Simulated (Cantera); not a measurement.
# Low-pressure radical oxidation in H2/O2

A perfectly stirred reactor is fed with 7.15 % H2, 92.9 % O2, at 20.0 Torr; it is held at 1300 K, and followed from long to short residence time.

Computed with Cantera and the H2/O2 subset of GRI-Mech 3.0, which has no nitrogen chemistry. Radical loss at walls, strong at low pressure, is not modelled. The temperature is held fixed by assumption; the heat of reaction is taken as removed at once.

```csv
τ (s),x H2,x O2,x H,x H2O,x O,x H2O2
18,2.02e-5,0.925,5.56e-6,0.0738,0.000265,3.43e-8
6.5,3.89e-5,0.925,1.55e-5,0.0737,0.000524,4.99e-8
2.3,7.52e-5,0.924,4.37e-5,0.0735,0.00105,7.08e-8
0.81,0.000144,0.923,0.000122,0.0731,0.00208,9.71e-8
0.29,0.000271,0.921,0.000331,0.0725,0.00402,1.27e-7
0.10,0.000511,0.917,0.000895,0.0714,0.00774,1.61e-7
0.036,0.000916,0.910,0.00216,0.0695,0.0137,1.91e-7
0.013,0.00159,0.900,0.00455,0.0666,0.0221,2.17e-7
0.0045,0.00279,0.890,0.00803,0.0625,0.0308,2.42e-7
0.0016,0.00513,0.884,0.0112,0.0575,0.0349,2.84e-7
```
x: mole fraction; the columns are a selection and need not sum to one.
